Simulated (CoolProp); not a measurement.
Saturation properties of chlorine.

Computed with CoolProp (reference Helmholtz-energy equation of state, Thol 2021).

```
T (K)  p (MPa)  vapour density (kg/m³)  enthalpy of vaporisation (kJ/kg)
-----  -------  ----------------------  --------------------------------
220.9  0.04196                   1.643                             297.0
235.4  0.08546                   3.170                             289.1
250     0.1594                   5.642                             280.7
264.5        ?                   9.342                             271.7
279.1   0.4454                   14.69                             262.0
293.6   0.6843                   22.05                             251.5
308.2        ?                   32.01                             239.8
322.7    1.431                   45.08                             226.9
337.3    1.970                   62.24                             212.3
351.8    2.634                   84.43                             196.0
366.4    3.448                   113.8                             177.0
380.9        ?                   153.1                             154.7
```

**Question.** Some entries are withheld; supply them.

**Answer.** 
- 264.5, p (MPa): 0.2744
- 308.2, p (MPa): 1.009
- 380.9, p (MPa): 4.415

It boils at 239.2 K under 1 atm.
